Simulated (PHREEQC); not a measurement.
# Sulfide liquor with brine

Solution A (0.0055 mol H2S, 0.00011 mol NaCl and 0.00034 mol MnCl2 per kg of water) is mixed with solution B (0.068 mol CaCl2, 4.7e-05 mol H3BO3 and 1.3e-05 mol H4SiO4 per kg of water) at 25 °C; shares are by mass of water, 1 kg in all. No oxygen is let in. CO2 from the air is kept out. Solids allowed: Portlandite, Pyrochroite, SiO2(a), MnS(Green), Halite. Others were left out.

The series has 21 steps of share of solution B, from 0 to 1.

All values are PHREEQC results (ion-association model, wateq4f.dat), not measurements.

Between which two steps does the pH jump most, and from what to what?

Between share of solution B = 0.95 and 1: from 5.22 to 6.65.

Complexes and solids missing from the database can't appear. The polysulfide entries of wateq4f.dat were taken out for this run.
